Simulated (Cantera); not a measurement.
A closed system holds: 1 mol SiH₄, 0.36 mol H₂O, 11 mol H₂, equilibrated at 1827 °C.

Cantera equilibrium calculation (NASA polynomials, part measured and part estimated; ideal gas, pure solids and liquids). Candidate condensed phases: H₂O, Si, SiO₂; 18 gas species. Gases not in the tables: Si₂H₆ and higher silanes. Rates play no part.

At 0.140 bar, list the 4 most abundant gas species with their mole fractions, and the condensed phases.

H₂ 0.964, SiO 0.0261, H 0.00818, Si 0.000953. Condensed: Si(l).
